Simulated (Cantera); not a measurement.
A Cantera script and what it prints.

```python
import numpy as np
import cantera as ct

gas_names = [...]  # 151 gases of nasa_gas.yaml made of C, H, N, O, Si
cond_names = """
    C(gr) C6H6(L) C7H8(L) C8H18(L),n-octa H2O(s) H2O(L) Si(cr) Si(L) SiC(b) SiO2(Lqz) SiO2(hqz) SiO2(L)
    Si2N2O(s) Si3N4(a)
""".split()


# ... load() reads the species with a 1 bar reference pressure and builds the phases ...
atoms = {
    'Si3N4': {'Si': 3, 'N': 4},
    'N2O': {'N': 2, 'O': 1},
    'H2': {'H': 2},
    'CO2': {'C': 1, 'O': 2},
}
top_T = {'C(gr)': 4500, 'SiC(b)': 3050, 'Si2N2O(s)': 2100, 'Si3N4(a)': 2400}  # K; cautious upper limits of use, not melting points


# ... equilibrate(T, P, feed) seeds the gas with the atoms and calls Mixture.equilibrate('TP', solver="vcs", rtol=1e-11, max_steps=5000) ...
results = []
T = 950  # K
P = 1333.22  # Pa
for m in [0.025, 0.061, 0.097, 0.13, 0.17, 0.21, 0.24, 0.28, 0.31, 0.35]:
    feed = {'Si3N4': 1, 'N2O': 4.5, 'H2': 72, 'CO2': m}  # mol
    mix = equilibrate(T, P, feed)
    results.append((T, P, feed, dict(zip(mix.species_names, mix.species_moles))))

top = {s: max(r[3][s] / sum(r[3][g] for g in gas_names) for r in results) for s in gas_names}
cols = sorted((s for s in top if top[s] > 0.0001), key=lambda s: -top[s])[:8]
seen = [c for c in cond_names if any(r[3].get(c, 0) > 1e-12 for r in results)]
print("log10 of partial pressures in bar; condensed amounts in mol")
print(f"{'n(CO2)':>10s}" + "".join(f"{s[:9]:>10s}" for s in cols + seen))
for T, P, feed, n in results:
    ng = sum(n[g] for g in gas_names)
    print(f"{feed['CO2']:10.4g}" + "".join(f"{np.log10(max(n[s] / ng * P / 1e5, 1e-99)):10.3f}" for s in cols)
          + "".join(f"{n.get(c, 0):10.4g}" for c in seen))
```

Output:

```
log10 of partial pressures in bar; condensed amounts in mol
    n(CO2)        H2        N2       CH4        CO     C(gr) SiO2(hqz) Si2N2O(s)
     0.025    -1.910    -2.988    -5.542    -5.853         0     2.027    0.4863
     0.061    -1.910    -2.987    -5.155    -5.465         0     2.067    0.4663
     0.097    -1.911    -2.985    -4.954    -5.263         0     2.107    0.4463
      0.13    -1.911    -2.984    -4.827    -5.135         0     2.144    0.4279
      0.17    -1.911    -2.982    -4.711    -5.018         0     2.189    0.4057
      0.21    -1.912    -2.981    -4.620    -4.925         0     2.233    0.3834
      0.24    -1.912    -2.980    -4.600    -4.904    0.0198     2.271    0.3646
      0.28    -1.912    -2.978    -4.600    -4.904   0.05973     2.324     0.338
      0.31    -1.912    -2.977    -4.600    -4.903   0.08968     2.364     0.318
      0.35    -1.912    -2.975    -4.600    -4.903    0.1296     2.417    0.2914
```

Method: chemical equilibrium by Gibbs-energy minimisation in Cantera with the NASA 1993 tables (ideal gas, pure condensed phases).
